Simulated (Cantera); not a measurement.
Cantera run:

```python
import numpy as np
import cantera as ct

gas_names = """
    CL CL2 H HCL H2 N NH NH2 NH3 N2 N2H2 N2H4 Si SiCL SiCL2 SiCL3 SiCL4 SiH SiHCL3 SiH2 SiH2CL2 SiH3
    SiH3CL SiH4 SiN Si2 Si2N Si3
""".split()
cond_names = """
    NH4CL(a) NH4CL(b) Si(cr) Si(L) Si3N4(a)
""".split()


# ... load() reads the species with a 1 bar reference pressure and builds the phases ...
atoms = {
    'SiCl4': {'Si': 1, 'CL': 4},
    'NH3': {'N': 1, 'H': 3},
}
top_T = {'Si3N4(a)': 2400}  # K; cautious upper limits of use, not melting points


# ... equilibrate(T, P, feed) seeds the gas with the atoms and calls Mixture.equilibrate('TP', solver="vcs", rtol=1e-11, max_steps=5000) ...
results = []
feed = {'SiCl4': 1, 'NH3': 4.8}  # mol
T = 1150  # K
for P in [5, 36, 260, 1900, 14000, 100000]:
    mix = equilibrate(T, P, feed)
    results.append((T, P, feed, dict(zip(mix.species_names, mix.species_moles))))

top = {s: max(r[3][s] / sum(r[3][g] for g in gas_names) for r in results) for s in gas_names}
cols = sorted((s for s in top if top[s] > 0.001), key=lambda s: -top[s])[:6]
seen = [c for c in cond_names if any(r[3].get(c, 0) > 1e-12 for r in results)]
print("log10 of partial pressures in bar; condensed amounts in mol")
print(f"{'P/Pa':>10s}" + "".join(f"{s[:9]:>10s}" for s in cols + seen))
for T, P, feed, n in results:
    ng = sum(n[g] for g in gas_names)
    print(f"{P:10.4g}" + "".join(f"{np.log10(max(n[s] / ng * P / 1e5, 1e-99)):10.3f}" for s in cols)
          + "".join(f"{n.get(c, 0):10.4g}" for c in seen))
```

It prints:

```
log10 of partial pressures in bar; condensed amounts in mol
      P/Pa        H2       HCL        N2     SiCL4     SiCL2  Si3N4(a)
         5    -4.617    -4.759    -5.090    -7.153    -6.664    0.3095
        36    -3.759    -3.899    -4.235    -5.999    -6.372    0.3166
       260    -2.897    -3.048    -3.374    -4.892    -6.105    0.3124
      1900    -2.028    -2.199    -2.505    -3.815    -5.857     0.302
   1.4e+04    -1.153    -1.353    -1.629    -2.766    -5.624    0.2869
     1e+05    -0.289    -0.527    -0.766    -1.764    -5.411    0.2684
```

These are equilibrium values from Cantera (NASA tables, ideal gas, pure condensed phases), not measurements of a reactor. The tables' values for SiCl3 are old estimates; treat these amounts as uncertain.
